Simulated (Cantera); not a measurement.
## Adiabatic ignition

An adiabatic, constant-volume homogeneous reactor starts with H₂ : O₂ : N₂ : H₂O = 1 : 0.333 : 1.25 : 0.11 (molar parts), equivalence ratio 1.5, at 1525 K and 1.01 bar.

Cantera simulation using GRI-Mech 3.0 (53 species, 325 reactions); the numbers are that mechanism's predictions, not measurements.

```
t (s)     T (K)  P (bar)   x H₂     x O₂   x H₂O      x NO     x N₂O   x H₂O₂
--------  -----  -------  -----  -------  ------  --------  --------  -------
2.00e-6    1525     1.01  0.371    0.124  0.0408    <1e-12    <1e-12  1.63e-8
4.33e-6    1525     1.01  0.371    0.124  0.0409    <1e-12  4.38e-12  7.53e-8
9.38e-6    1533     1.02  0.362    0.120  0.0472  7.01e-10  6.16e-10  1.25e-6
2.03e-5    2216     1.42  0.129   0.0114   0.235   2.35e-5   3.54e-8  4.67e-7
4.40e-5    2746     1.69  0.139  0.00583   0.262  0.000152   9.50e-8  2.95e-7
9.53e-5    2957     1.80  0.141  0.00366   0.276  0.000718   2.09e-7  3.61e-7
0.000206   2966     1.80  0.141  0.00342   0.277   0.00193   2.26e-7  3.57e-7
0.000447   2961     1.80  0.142  0.00326   0.276   0.00354   2.50e-7  3.45e-7
0.000969   2959     1.80  0.143  0.00318   0.276   0.00440   2.70e-7  3.39e-7
0.00210    2959     1.80  0.143  0.00317   0.276   0.00448   2.72e-7  3.39e-7
0.00454    2959     1.80  0.143  0.00317   0.276   0.00448   2.72e-7  3.39e-7
0.00984    2959     1.80  0.143  0.00317   0.276   0.00448   2.72e-7  3.39e-7
0.0213     2959     1.80  0.143  0.00317   0.276   0.00448   2.72e-7  3.39e-7
0.0462     2959     1.80  0.143  0.00317   0.276   0.00448   2.72e-7  3.39e-7
0.100      2959     1.80  0.143  0.00317   0.276   0.00448   2.72e-7  3.39e-7
```
x: mole fraction; the columns are a selection and need not sum to one.

```
Property                                                            Result
---------------------------------  ---------------------------------------
time of steepest temperature rise                                  12.7 µs
temperature at 0.100 s                                              2959 K
equilibrium temperature                                             2959 K
x(H₂) at 0.100 s                       0.143 (gas-phase equilibrium 0.143)
x(O₂) at 0.100 s                   0.00317 (gas-phase equilibrium 0.00317)
x(H₂O) at 0.100 s                      0.276 (gas-phase equilibrium 0.276)
```
